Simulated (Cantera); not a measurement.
Input: 1 mol Cu₂O, 0.6 mol CO, 4.7 mol H₂, at 4.28 Torr.

Method: chemical equilibrium by Gibbs-energy minimisation in Cantera with the NASA 1993 tables (ideal gas, pure condensed phases). Candidate condensed phases: C, C₆H₆, C₇H₈, C₈H₁₈, Cu, CuO, Cu(OH)₂, Cu₂O, H₂O; 113 gas species. Equilibrium is a limit: real reactors are often held back by kinetics, nucleation or transport.

x: gas mole fraction; n: condensed amount in mol.

```json
[
 {"T (K)": "1700", "x H₂": "0.685", "x Cu": "0.0279", "x H₂O": "0.176", "x CO": "0.102", "x H": "0.00162", "x CO₂": "0.00767", "x Cu₂": "3.37e-5", "n Cu(l)": "1.85"},
 {"T (K)": "1725", "x H₂": "0.677", "x Cu": "0.0384", "x H₂O": "0.174", "x CO": "0.101", "x H": "0.00202", "x CO₂": "0.00739", "x Cu₂": "5.24e-5", "n Cu(l)": "1.79"},
 {"T (K)": "1750", "x H₂": "0.666", "x Cu": "0.0524", "x H₂O": "0.171", "x CO": "0.100", "x H": "0.00251", "x CO₂": "0.00711", "x Cu₂": "8.04e-5", "n Cu(l)": "1.71"},
 {"T (K)": "1775", "x H₂": "0.653", "x Cu": "0.0709", "x H₂O": "0.168", "x CO": "0.0982", "x H": "0.00310", "x CO₂": "0.00680", "x Cu₂": "0.000122", "n Cu(l)": "1.59"},
 {"T (K)": "1800", "x H₂": "0.635", "x Cu": "(withheld)", "x H₂O": "0.164", "x CO": "0.0957", "x H": "(withheld)", "x CO₂": "0.00647", "x Cu₂": "(withheld)", "n Cu(l)": "(withheld)"},
 {"T (K)": "1825", "x H₂": "0.612", "x Cu": "0.126", "x H₂O": "0.158", "x CO": "0.0925", "x H": "0.00456", "x CO₂": "0.00610", "x Cu₂": "0.000269", "n Cu(l)": "1.23"},
 {"T (K)": "1850", "x H₂": "0.583", "x Cu": "0.167", "x H₂O": "0.151", "x CO": "0.0883", "x H": "0.00545", "x CO₂": "0.00569", "x Cu₂": "0.000394", "n Cu(l)": "0.931"},
 {"T (K)": "1875", "x H₂": "0.545", "x Cu": "0.218", "x H₂O": "0.141", "x CO": "0.0829", "x H": "0.00641", "x CO₂": "0.00523", "x Cu₂": "0.000570", "n Cu(l)": "0.506"},
 {"T (K)": "1900", "x H₂": "0.506", "x Cu": "0.272", "x H₂O": "0.132", "x CO": "0.0772", "x H": "0.00748", "x CO₂": "0.00477", "x Cu₂": "0.000750", "n Cu(l)": "0"},
 {"T (K)": "1925", "x H₂": "0.505", "x Cu": "0.272", "x H₂O": "0.132", "x CO": "0.0772", "x H": "0.00900", "x CO₂": "0.00467", "x Cu₂": "0.000638", "n Cu(l)": "0"},
 {"T (K)": "1950", "x H₂": "0.504", "x Cu": "0.272", "x H₂O": "0.131", "x CO": "0.0772", "x H": "0.0108", "x CO₂": "0.00458", "x Cu₂": "0.000545", "n Cu(l)": "0"},
 {"T (K)": "1975", "x H₂": "0.502", "x Cu": "0.271", "x H₂O": "0.131", "x CO": "0.0772", "x H": "(withheld)", "x CO₂": "0.00450", "x Cu₂": "(withheld)", "n Cu(l)": "0"},
 {"T (K)": "2000", "x H₂": "0.500", "x Cu": "0.271", "x H₂O": "0.131", "x CO": "0.0772", "x H": "0.0152", "x CO₂": "0.00441", "x Cu₂": "0.000402", "n Cu(l)": "0"}
]
```

**Question.** What belongs in the gaps?

**Answer.** 
- 1800, x Cu: 0.0950
- 1800, x H: 0.00378
- 1800, x Cu₂: 0.000182
- 1800, n Cu(l): 1.44
- 1975, x H: 0.0128
- 1975, x Cu₂: 0.000468
